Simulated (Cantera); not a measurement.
An isothermal, constant-pressure homogeneous reactor starts with H₂ : O₂ : H₂O = 0.02 : 1 : 0.0072 (molar parts), at 1200 K and 0.0270 bar.

Computed with Cantera and the H2/O2 subset of GRI-Mech 3.0, which has no nitrogen chemistry. Radical loss at walls, strong at low pressure, is not modelled.

x: mole fraction; the columns are a selection and need not sum to one.

```tsv
t (s)	x H₂	x O₂	x H₂O₂	x O	x H
8.00e-5	0.0195	0.974	<1e-12	2.43e-9	1.18e-9
0.000205	0.0195	0.974	2.41e-12	1.25e-8	3.39e-9
0.000528	0.0195	0.974	1.60e-11	1.56e-7	3.34e-8
0.00136	0.0194	0.973	2.97e-10	4.46e-5	9.32e-6
0.00348	___	0.958	___	___	___
0.00894	0.000157	0.961	9.29e-8	0.0108	0.00104
0.0230	8.82e-5	0.967	8.70e-8	0.00599	0.000430
0.0590	3.12e-5	0.971	6.99e-8	0.00211	8.98e-5
0.152	___	0.973	___	___	___
0.389	1.46e-6	0.973	1.92e-8	0.000100	9.37e-7
1.00	3.05e-7	0.973	7.00e-9	2.12e-5	9.14e-8
```

Task: What belongs in the gaps?

Result: 
- 0.00348, x H₂: 0.000428
- 0.00348, x H₂O₂: 1.34e-7
- 0.00348, x O: 0.0136
- 0.00348, x H: 0.00181
- 0.152, x H₂: 7.34e-6
- 0.152, x H₂O₂: 4.26e-8
- 0.152, x O: 0.000498
- 0.152, x H: 1.04e-5
